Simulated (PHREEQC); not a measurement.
1 kg of water holding 0.038 mol LiCl, 0.0041 mol MgCl2 and 0.022 mol KCl is evaporated at 30 °C; the solids stay in contact with the brine. CO2 from the air is kept out. Solids allowed: Bischofite, Brucite, Carnallite, Sylvite, MgCl2_4H2O. Others were left out.

The series has 28 steps of water left (kg), from 1 to 0.005012.

All values are PHREEQC results (Pitzer model, pitzer.dat), not measurements.

Q: Which solids form, in which order, and at which step of the series does each first stand?

A: Sylvite from water left = 0.01099 kg.

Species that the database lacks are ignored.
